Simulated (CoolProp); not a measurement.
Vapour-liquid equilibrium of isohexane (1) + benzene (2) at 0.861 MPa; x and y are mole fractions of (1).

Model: multi-fluid Helmholtz-energy mixture model, Lemmon 2006 and Thol 2012; pair parameters Bell 2016, in CoolProp.

```json
[
 {"x": "0.05", "bubble temperature (°C)": "167.3", "y at the bubble point": "0.090", "dew temperature at overall composition x (°C)": "168.6", "liquid density (mol/L)": "8.799"},
 {"x": "0.15", "bubble temperature (°C)": "162.7", "y at the bubble point": "0.235", "dew temperature at overall composition x (°C)": "165.4", "liquid density (mol/L)": "8.426"},
 {"x": "0.25", "bubble temperature (°C)": "159.2", "y at the bubble point": "0.350", "dew temperature at overall composition x (°C)": "162.2", "liquid density (mol/L)": "8.066"},
 {"x": "0.35", "bubble temperature (°C)": "156.5", "y at the bubble point": "0.447", "dew temperature at overall composition x (°C)": "159.2", "liquid density (mol/L)": "7.725"},
 {"x": "0.45", "bubble temperature (°C)": "154.4", "y at the bubble point": "0.535", "dew temperature at overall composition x (°C)": "156.5", "liquid density (mol/L)": "7.404"},
 {"x": "0.55", "bubble temperature (°C)": "152.6", "y at the bubble point": "0.619", "dew temperature at overall composition x (°C)": "154.1", "liquid density (mol/L)": "7.103"},
 {"x": "0.65", "bubble temperature (°C)": "151.1", "y at the bubble point": "0.701", "dew temperature at overall composition x (°C)": "152.0", "liquid density (mol/L)": "6.821"},
 {"x": "0.75", "bubble temperature (°C)": "149.9", "y at the bubble point": "0.784", "dew temperature at overall composition x (°C)": "150.4", "liquid density (mol/L)": "6.557"},
 {"x": "0.85", "bubble temperature (°C)": "148.8", "y at the bubble point": "0.869", "dew temperature at overall composition x (°C)": "149.0", "liquid density (mol/L)": "6.309"},
 {"x": "0.95", "bubble temperature (°C)": "147.9", "y at the bubble point": "0.956", "dew temperature at overall composition x (°C)": "147.9", "liquid density (mol/L)": "6.075"}
]
```

No azeotrope shows between x = 0.05 and 0.95.

The pair parameters rest on a limited set of measurements; away from them the model extrapolates.
